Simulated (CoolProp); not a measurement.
The numbers come from the reference Helmholtz-energy equation of state, Kamei 1995 in CoolProp.

### Question
For R22, give the phase and the cv (kJ/(kg K)), Prandtl number at 390.3 K and 197 bar.

### Answer
- 390.3 K and 197 bar: supercritical; cv 0.763, Prandtl number 1.53

Viscosity comes from a separate model (Bell 2016), an estimate that may be off by 10 % or more. Thermal conductivity comes from a separate model (McLinden 2000), an estimate that may be off by 10 % or more.
